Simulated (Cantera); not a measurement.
## Catalytic combustion on Pt

An isothermal plug-flow reactor at 548 K and 1.01 bar (inlet), inlet velocity 0.53 m/s, active area per volume 1300 1/m; feed H₂ : O₂ : N₂ = 0.018 : 0.083 : 0.79 (molar parts).

Cantera simulation using Deutschmann's 1995 Pt surface mechanism with GRI-Mech 3.0 gas chemistry; the numbers are that mechanism's predictions, not measurements. Catalytic surfaces can have several steady states; this one follows from the mechanism file's or the stated starting coverage. Mass transfer to the wall is taken as infinitely fast.

| z (m) | x H₂ | x O₂ | x H₂O | θ free Pt | θ O* | θ OH* |
|---|---|---|---|---|---|---|
| 4.1e-05 | 0.0102 | 0.0886 | 0.0101 | 0.179 | 0.789 | 0.0326 |
| 8.7e-05 | 0.00646 | 0.0869 | 0.0139 | 0.116 | 0.855 | 0.0293 |
| 0.00019 | 0.00352 | 0.0855 | 0.0169 | 0.0639 | 0.912 | 0.0237 |
| 0.00041 | 0.00177 | 0.0847 | 0.0186 | 0.0325 | 0.950 | 0.0178 |
| 0.00087 | 0.000865 | 0.0843 | 0.0195 | 0.0159 | 0.971 | 0.0128 |
| 0.0019 | 0.000402 | 0.0841 | 0.0200 | 0.00743 | 0.984 | 0.00885 |
| 0.0041 | 0.000187 | 0.0840 | 0.0202 | 0.00348 | 0.990 | 0.00609 |
x: gas mole fraction; θ: surface coverage.
